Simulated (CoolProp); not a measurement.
c-C4F8 (RC318) along the isobar 3870 kPa: Z from the reference equation and from simpler models built on Tc = 388.4 K, pc = 2778 kPa, ω = 0.355; each cubic takes its own stable root.

The numbers come from the reference Helmholtz-energy equation of state, Platzer 1990 in CoolProp. This equation is an older, rougher fit; its heat capacities, sound speeds and derivatives of the liquid may be far off and weren't checked against measurements.

```csv
T (K),phase,reference
373.3,liquid,0.2160
384.9,liquid,0.2293
396.4,supercritical,0.2602
407.9,supercritical,0.3693
419.4,supercritical,0.5099
430.9,supercritical,0.5974
442.4,supercritical,0.6582
453.9,supercritical,0.7043
465.5,supercritical,0.7416
477,supercritical,0.7722
488.5,supercritical,0.7982
500,supercritical,0.8205
```

Problem. How far does each simpler model (van der Waals, Soave-Redlich-Kwong, Peng-Robinson) lie from the reference over these 12 states: mean and median of the absolute difference, and the worst?

Solution. 
- van der Waals: mean 18.2 %, median 12.1 %, worst +47.8 % at 373.3 K and 3870 kPa
- Soave-Redlich-Kwong: mean 7.0 %, median 3.2 %, worst +19.0 % at 396.4 K and 3870 kPa
- Peng-Robinson: mean 2.7 %, median 1.9 %, worst +8.7 % at 396.4 K and 3870 kPa
